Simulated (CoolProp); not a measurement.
Vapour-liquid equilibrium of nitrogen (1) + methane (2) at -175.15 °C; x and y are mole fractions of (1).

Computed with CoolProp (multi-fluid Helmholtz-energy mixture model, Span 2000 and Setzmann 1991; pair parameters Kunz 2012).

Problem. Give the bubble pressure and the first vapour's composition at x = 0.05, 0.35, 0.65. Is there an azeotrope?

Solution. x = 0.05: 0.08956 MPa, y = 0.693; x = 0.35: 0.3292 MPa, y = 0.929; x = 0.65: 0.4780 MPa, y = 0.963. No azeotrope shows between x = 0.05 and 0.95.

Pair parameters are fitted to limited data, so mixtures are less certain than the pure fluids.
